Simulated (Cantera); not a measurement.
A jet of CH4 : O2 : N2 = 0.013 : 0.19 : 0.79 (molar parts) at 300 K and 0.0622 atm hits a platinum plate 9.9 cm away at a mass flux of 0.025 kg/m²/s; the plate temperature is set and raised in steps from an oxygen-covered start.

Model: Deutschmann's 1995 Pt surface mechanism with GRI-Mech 3.0 gas chemistry, integrated in Cantera. Catalytic surfaces can have several steady states; this one follows from the mechanism file's or the stated starting coverage.

x: mole fraction at the wall; θ: surface coverage.

```csv
plate T (K),wall x CH4,wall x O2,wall x H2O,wall x OH,wall x CO,wall x CO2,θ free Pt,θ O*
950,0.00561,0.175,0.0139,8.22e-8,2.87e-6,0.00910,0.256,0.743
1000,0.00409,0.172,0.0167,2.22e-7,2.81e-6,0.0109,0.323,0.676
1050,0.00304,0.170,0.0186,5.34e-7,2.76e-6,0.0122,0.390,0.609
1100,…,0.169,0.0198,…,2.78e-6,0.0130,…,…
1150,…,0.168,0.0207,…,…,0.0135,…,…
1200,0.00139,0.167,0.0213,4.45e-6,3.96e-6,0.0139,0.579,0.420
```

### Question
Complete the blanks.

### Answer

- 1100, wall x CH4: 0.00233
- 1100, wall x OH: 1.16e-6
- 1100, θ free Pt: 0.456
- 1100, θ O*: 0.543
- 1150, wall x CH4: 0.00177
- 1150, wall x OH: 2.37e-6
- 1150, wall x CO: 3.28e-6
- 1150, θ free Pt: 0.519
- 1150, θ O*: 0.480
